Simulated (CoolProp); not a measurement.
Vapour pressure (bar) of ethane: the reference equation beside estimates from Tc = 32.2 °C, pc = 48.72 bar, ω = 0.099.

The numbers come from the reference Helmholtz-energy equation of state, Bücker 2006 in CoolProp.

```csv
T (°C),reference,Lee-Kesler,Redlich-Kwong,Soave-Redlich-Kwong,Peng-Robinson
-132.25,0.04171,0.03984,0.03367,(withheld),(withheld)
-114.95,0.1870,0.1805,0.1780,0.1804,0.1917
-97.65,(withheld),0.5915,0.6265,0.5913,0.6111
-80.35,1.547,1.535,1.673,1.532,1.555
-63.05,3.352,3.352,3.681,3.349,(withheld)
-45.85,6.386,6.410,7.017,6.426,6.393
-28.55,11.12,(withheld),12.10,11.24,11.14
-11.25,17.99,18.04,(withheld),18.25,(withheld)
```

Q: What belongs in the gaps?

A: 
- -132.25, Soave-Redlich-Kwong: 0.03951
- -132.25, Peng-Robinson: 0.04374
- -97.65, reference: 0.6039
- -63.05, Peng-Robinson: 3.357
- -28.55, Lee-Kesler: 11.16
- -11.25, Redlich-Kwong: 19.29
- -11.25, Peng-Robinson: 18.08

Absolute difference from the reference over all 8 rows, mean and median: Lee-Kesler 1.5 and 0.6 %, Redlich-Kwong 9.0 and 8.5 %, Soave-Redlich-Kwong 1.9 and 1.3 %, Peng-Robinson 1.3 and 0.5 %.
